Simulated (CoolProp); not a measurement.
Saturation properties of R1132(E) (Tc = 348.8 K, pc = 5174 kPa, ω = 0.245).

The numbers come from the reference Helmholtz-energy equation of state, Akasaka 2024 in CoolProp.

```
T (K)  p (kPa)  vapour density (kg/m³)  enthalpy of vaporisation (kJ/kg)  liquid cp (kJ/(kg K))
-----  -------  ----------------------  --------------------------------  ---------------------
245.3    307.7                   10.42                             283.7                  1.667
251.6    392.0                       ?                             276.8                  1.678
258          ?                   16.42                             269.6                  1.693
264.3    613.7                   20.27                             262.2                  1.712
270.7    755.9                   24.88                             254.3                  1.736
277      918.4                   30.23                             246.1                  1.765
283.4        ?                   36.61                             237.3                  1.801
289.7     1323                   43.98                             228.1                  1.844
296.1     1571                       ?                             218.0                      ?
302.4     1847                       ?                             207.3                  1.968
308.8        ?                   75.38                                 ?                  2.057
315.1     2511                   89.97                             182.6                  2.173
```

Problem. Complete the blanks.

Solution. 
- 251.6, vapour density (kg/m³): 13.13
- 258, p (kPa): 494.4
- 283.4, p (kPa): 1109
- 296.1, vapour density (kg/m³): 52.80
- 296.1, liquid cp (kJ/(kg K)): 1.899
- 302.4, vapour density (kg/m³): 63.03
- 308.8, p (kPa): 2163
- 308.8, enthalpy of vaporisation (kJ/kg): 195.5
